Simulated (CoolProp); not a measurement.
Vapour-liquid equilibrium of n-butane (1) + benzene (2) at 357 kPa; x and y are mole fractions of (1).

Computed with CoolProp (multi-fluid Helmholtz-energy mixture model, Bücker 2006 and Thol 2012; pair parameters Bell 2016).

```csv
x,"bubble temperature, mixture model (K)","bubble temperature, Raoult's law (K)","y, mixture model","y, Raoult's law"
0.05,387.9,388.6,0.278,0.286
0.2,358.7,362.9,0.709,0.697
0.35,341.0,346.3,0.857,0.852
0.5,330.3,334.5,(withheld),0.923
0.65,323.2,325.6,0.951,0.961
0.8,317.7,318.5,(withheld),0.983
0.95,312.8,312.8,(withheld),0.997
```

Fill in the missing entries.


- 0.5, y, mixture model: 0.918
- 0.8, y, mixture model: 0.973
- 0.95, y, mixture model: 0.993

The largest gap from Raoult's law is -5.3 K in bubble temperature, at x = 0.35. No azeotrope shows between x = 0.05 and 0.95.

The pair parameters rest on a limited set of measurements; away from them the model extrapolates.
